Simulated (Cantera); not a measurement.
An isothermal, constant-pressure homogeneous reactor starts with NO : N₂ = 1 : 1.2 (molar parts), at 1850 K and 1500 Pa. Integrator tolerance rtol = 1e-08.

Detailed kinetics in Cantera: GRI-Mech 3.0 (53 species, 325 reactions). Radical loss at walls, strong at low pressure, is not modelled.

### Question
What does this change do: NO 1 to 4 parts?

### Answer
```tsv
quantity	before	after
x(NO) at 200 s	0.0426 (gas-phase equilibrium 0.00503)	0.0398 (gas-phase equilibrium 0.00585)
x(NO₂) at 200 s	1.17e-5 (gas-phase equilibrium 1.44e-6)	1.45e-5 (gas-phase equilibrium 2.18e-6)
x(N₂O) at 200 s	4.79e-7 (gas-phase equilibrium 3.48e-8)	3.73e-7 (gas-phase equilibrium 3.60e-8)
x(N₂) at 200 s	0.751 (gas-phase equilibrium 0.770)	0.595 (gas-phase equilibrium 0.612)
x(O₂) at 200 s	0.206 (gas-phase equilibrium 0.224)	0.364 (gas-phase equilibrium 0.381)
```

### Question
What does this change do: temperature 1850 to 2200 K?

### Answer
```json
[
 {"quantity": "x(NO) at 200 s", "before": "0.0426 (gas-phase equilibrium 0.00503)", "after": "0.0126 (gas-phase equilibrium 0.0126)"},
 {"quantity": "x(NO₂) at 200 s", "before": "1.17e-5 (gas-phase equilibrium 1.44e-6)", "after": "1.98e-6 (gas-phase equilibrium 1.98e-6)"},
 {"quantity": "x(N₂O) at 200 s", "before": "4.79e-7 (gas-phase equilibrium 3.48e-8)", "after": "8.45e-8 (gas-phase equilibrium 8.45e-8)"},
 {"quantity": "x(N₂) at 200 s", "before": "0.751 (gas-phase equilibrium 0.770)", "after": "0.762 (gas-phase equilibrium 0.762)"},
 {"quantity": "x(O₂) at 200 s", "before": "0.206 (gas-phase equilibrium 0.224)", "after": "0.215 (gas-phase equilibrium 0.215)"}
]
```
